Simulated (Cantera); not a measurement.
Charge: 1 mol B, 0.69 mol H2O, 0.31 mol N2, at 21.0 Torr.

Equilibrium computed with Cantera from the NASA thermochemical tables; the gas is ideal and each condensed phase is pure. Candidate condensed phases: B, BN, B2O3, B3O3H3, H2O; 39 gas species. N2 is the only nitrogen source here; it is nearly inert below about 1500 K, so the nitride shown seldom forms there in practice. Mutual solubility and eutectic melting of coexisting phases are not modelled. The tables' values for BH2 are old estimates; treat these amounts as uncertain. Rates play no part.

x: gas mole fraction; n: condensed amount in mol.

```
T (°C)   x H2    x N2        x BO       x HBO      x B2O2      x B2O3         x H      x HBO2  n BN(s)  n B2O3(l)  n B(l)
------  -----  ------  ----------  ----------  ----------  ----------  ----------  ----------  -------  ---------  ------
477     0.944  0.0544      <1e-12      <1e-12      <1e-12      <1e-12    1.84e-12     4.30e-9    0.541      0.230       0
627     0.944  0.0544      <1e-12  (withheld)      <1e-12      <1e-12  (withheld)  (withheld)    0.541      0.230       0
777     0.944  0.0545      <1e-12     1.23e-7      <1e-12     1.16e-9     4.71e-8     1.36e-5    0.541      0.230       0
927     0.944  0.0545  (withheld)  (withheld)  (withheld)  (withheld)  (withheld)  (withheld)    0.541      0.230       0
1077    0.944  0.0544     9.65e-8    0.000199     4.93e-7     2.51e-5     1.38e-5    0.000985    0.541      0.229       0
1227    0.937  0.0541     7.26e-6     0.00256     5.22e-5    0.000775    0.000102     0.00420    0.541      0.227       0
1377    0.896  0.0546    0.000243      0.0199     0.00229      0.0124    0.000514      0.0132    0.537      0.208       0
1527    0.634  0.0673     0.00433      0.0904      0.0489       0.122     0.00170      0.0300    0.487     0.0250       0
1677    0.538  0.0988      0.0204       0.144       0.113      0.0681     0.00503      0.0123    0.400          0       0
1827    0.478   0.118      0.0601       0.169       0.140      0.0182      0.0129     0.00328    0.335          0       0
1977    0.438   0.120       0.126       0.162       0.116     0.00310      0.0294    0.000679    0.310          0       0
2127    0.359   0.201       0.194       0.117      0.0635    0.000800      0.0569    0.000243        0          0   0.299
```

Problem. What belongs in the gaps?

Solution. 
- 627, x HBO: 4.52e-10
- 627, x H: 6.79e-10
- 627, x HBO2: 4.97e-7
- 927, x BO: 4.23e-10
- 927, x HBO: 7.97e-6
- 927, x B2O2: 1.40e-9
- 927, x B2O3: 3.29e-7
- 927, x H: 1.15e-6
- 927, x HBO2: 0.000155
